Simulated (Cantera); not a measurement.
Thermodynamics of carbon deposition, reforming and gasification, feed C₃H₆ + H₂ + NH₃

Feed: 1 mol C₃H₆, 27 mol H₂, 0.043 mol NH₃, at 850 K and 0.00133 bar.

Equilibrium computed with Cantera from the NASA thermochemical tables; the gas is ideal and each condensed phase is pure. Candidate condensed phases: C, C₆H₆, C₇H₈, C₈H₁₈; 92 gas species. The numbers say what is thermodynamically allowed, not how fast it happens.

```
Item               Result
--------------  ---------
x(H₂)               0.998
x(CH₄)           0.000827
x(N₂)            0.000715
n(C(graphite))   2.98 mol
gas amount      30.06 mol
```
